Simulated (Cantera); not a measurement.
Mixture: 6.47 % CH4, 1.81 % C2H6, 19.3 % O2, 72.4 % N2, at 2500000 Pa, adiabatic and at constant volume. Ignition delay is the time to a rise of 400 K.

Computed with Cantera and GRI-Mech 3.0 (53 species, 325 reactions). The pressure lies above the range GRI-Mech 3.0 was tuned for (to about 10 atm).

Problem. Predict: delay at 1025 K; delay at 1175 K; delay at 1325 K; delay at 1475 K; apparent activation energy between 1400 and 1550 K.

Solution. 
- delay at 1025 K: 7.97 ms
- delay at 1175 K: 0.593 ms
- delay at 1325 K: 79.3 µs
- delay at 1475 K: 17.5 µs
- apparent activation energy between 1400 and 1550 K: 160 kJ/mol
